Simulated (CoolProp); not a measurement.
C3F8 (R218) at several states: fugacity coefficient from the reference equation and from simpler models built on Tc = 71.9 °C, pc = 26.40 bar, ω = 0.317; each cubic takes its own stable root.

Values from CoolProp's reference Helmholtz-energy equation of state, Lemmon 2006. It is a short technical equation, of lower accuracy than the large ones.

```csv
T (°C),p (bar),phase,reference,van der Waals,Redlich-Kwong,Peng-Robinson
42.45,7.94,gas,0.8654,0.8899,0.8700,0.8531
-76.35,1.82,liquid,0.05999,0.8712,0.1697,0.06185
56.45,0.541,gas,0.9922,0.9932,0.9920,0.9910
119.65,4.31,gas,0.9667,0.9649,0.9623,0.9605
-81.45,16.5,liquid,0.005062,0.09675,0.01544,0.005222
```
